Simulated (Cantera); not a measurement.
Input: 1 mol BN, 4.4 mol O₂, 1.1 mol H₂, at 2050 K and 1.33 mbar.

Method: chemical equilibrium by Gibbs-energy minimisation in Cantera with the NASA 1993 tables (ideal gas, pure condensed phases). Candidate condensed phases: B, BN, B₂O₃, B₃O₃H₃, H₂O; 39 gas species. The numbers say what is thermodynamically allowed, not how fast it happens.

What is the equilibrium state?


```json
{
  "x(O₂)": "0.560",
  "x(HBO₂)": "0.132",
  "x(H₂O)": "0.127",
  "x(N₂)": "0.0914",
  "x(BO₂)": "0.0245",
  "x(O)": "0.0199",
  "x(OH)": "0.0196",
  "x(B₂O₃)": "0.0154",
  "x(NO)": "0.00487",
  "gas_amount": "5.329 mol",
  "log10 activity of B(s) (absent)": "-9.60"
}
```
